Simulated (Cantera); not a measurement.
Input (Python, Cantera) and output of one run.

```python
import numpy as np
import cantera as ct

gas_names = """
    H HO2 H2 H2O H2O2 Li LiH LiO LiOH Li2 Li2O Li2O2 Li2O2H2 O OH O2 O3
""".split()
cond_names = """
    H2O(s) H2O(L) Li(cr) Li(L) LiH(s) LiH(L) LiOH(s) LiOH(L) Li2O(s) Li2O(L)
""".split()


# ... load() reads the species with a 1 bar reference pressure and builds the phases ...
atoms = {
    'LiOH': {'Li': 1, 'O': 1, 'H': 1},
    'H2O': {'H': 2, 'O': 1},
}
top_T = {}  # K; cautious upper limits of use, not melting points


# ... equilibrate(T, P, feed) seeds the gas with the atoms and calls Mixture.equilibrate('TP', solver="vcs", rtol=1e-11, max_steps=5000) ...
results = []
feed = {'LiOH': 1, 'H2O': 4.3}  # mol
T = 1448.15  # K
for P in [10, 36, 130, 460, 1700, 6000, 22000, 77000, 280000, 1000000]:
    mix = equilibrate(T, P, feed)
    results.append((T, P, feed, dict(zip(mix.species_names, mix.species_moles))))
    x = sorted(zip(gas.X, gas.species_names), reverse=True)
    print(f"T = {T:g} K  P = {P:g} Pa  gas = {mix.phase_moles(0):.4g} mol")
    print("   x: " + "  ".join(f"{s} {v:.3e}" for v, s in x if v > 1e-05))
    print("   condensed (mol): " + ("  ".join(f"{mix.phase(i).name} {mix.phase_moles(i):.4g}"
          for i in range(1, mix.n_phases) if mix.phase_moles(i) > 1e-12) or "none"))
```

It prints:

```
T = 1448.15 K  P = 10 Pa  gas = 5.31 mol
   x: H2O 8.080e-01  LiOH 1.873e-01  H2 2.158e-03  O2 1.193e-03  Li 8.147e-04  OH 3.825e-04  Li2O 8.159e-05  H 4.290e-05
   condensed (mol): none
T = 1448.15 K  P = 36 Pa  gas = 5.305 mol
   x: H2O 8.092e-01  LiOH 1.879e-01  H2 1.439e-03  O2 7.480e-04  Li 3.511e-04  OH 2.473e-04  Li2O 8.196e-05  Li2O2H2 3.242e-05  H 1.846e-05
   condensed (mol): none
T = 1448.15 K  P = 130 Pa  gas = 5.303 mol
   x: H2O 8.100e-01  LiOH 1.880e-01  H2 9.517e-04  O2 4.744e-04  OH 1.602e-04  Li 1.502e-04  Li2O2H2 1.172e-04  Li2O 8.198e-05
   condensed (mol): none
T = 1448.15 K  P = 460 Pa  gas = 5.3 mol
   x: H2O 8.108e-01  LiOH 1.876e-01  H2 6.307e-04  Li2O2H2 4.130e-04  O2 3.057e-04  OH 1.047e-04  Li2O 8.156e-05  Li 6.482e-05
   condensed (mol): none
T = 1448.15 K  P = 1700 Pa  gas = 5.141 mol
   x: H2O 8.665e-01  LiOH 1.319e-01  Li2O2H2 7.547e-04  H2 4.309e-04  O2 2.025e-04  OH 7.042e-05  Li2O 3.773e-05  Li 1.834e-05
   condensed (mol): Li2O(s) 0.1567
T = 1448.15 K  P = 6000 Pa  gas = 4.982 mol
   x: H2O 9.261e-01  LiOH 7.260e-02  Li2O2H2 8.066e-04  H2 2.973e-04  O2 1.377e-04  OH 4.823e-05  Li2O 1.069e-05
   condensed (mol): Li2O(s) 0.3151
T = 1448.15 K  P = 22000 Pa  gas = 4.895 mol
   x: H2O 9.602e-01  LiOH 3.861e-02  Li2O2H2 8.363e-04  H2 1.978e-04  O2 9.116e-05  OH 3.201e-05
   condensed (mol): Li2O(s) 0.4014
T = 1448.15 K  P = 77000 Pa  gas = 4.851 mol
   x: H2O 9.781e-01  LiOH 2.083e-02  Li2O2H2 8.519e-04  H2 1.320e-04  O2 6.072e-05  OH 2.134e-05
   condensed (mol): Li2O(s) 0.4453
T = 1448.15 K  P = 280000 Pa  gas = 4.336 mol
   x: H2O 9.916e-01  LiOH 7.788e-03  Li2O2H2 4.332e-04  H2 8.663e-05  O2 3.983e-05  OH 1.400e-05
   condensed (mol): LiOH(L) 0.9625
T = 1448.15 K  P = 1e+06 Pa  gas = 4.31 mol
   x: H2O 9.976e-01  LiOH 2.181e-03  Li2O2H2 1.213e-04  H2 5.691e-05  O2 2.616e-05
   condensed (mol): LiOH(L) 0.9896
```

Equilibrium computed with Cantera from the NASA thermochemical tables; the gas is ideal and each condensed phase is pure.
